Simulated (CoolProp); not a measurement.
A simple Rankine cycle with propane: condensing at 317.15 K, boiler at 3.28 MPa, turbine inlet 505.6 K, turbine efficiency 0.8, pump efficiency 0.8, no recuperator. Each further row changes one setting.

Model: reference Helmholtz-energy equation of state, Lemmon 2009, in CoolProp.

| case | thermal efficiency (%) | net work (kJ/kg) | heat in (kJ/kg) | turbine exit temperature (K) | volume ratio over the turbine |
|---|---|---|---|---|---|
| as stated | ___ | 48.7 | 717 | 477.6 | 2.16 |
| turbine inlet 525.6 K | 6.7 | 51.5 | 772 | 497.9 | ___ |
| condensing temperature 309.15 K | 8.2 | 60.6 | 739 | 471.5 | 2.58 |
| boiler pressure 2.3 MPa | 3.8 | 28.1 | ___ | 490.8 | 1.52 |
| turbine efficiency 0.7 | 5.9 | 42.0 | 717 | 480.2 | 2.17 |

Complete the blanks.


- as stated, thermal efficiency (%): 6.8
- turbine inlet 525.6 K, volume ratio over the turbine: 2.15
- boiler pressure 2.3 MPa, heat in (kJ/kg): 730
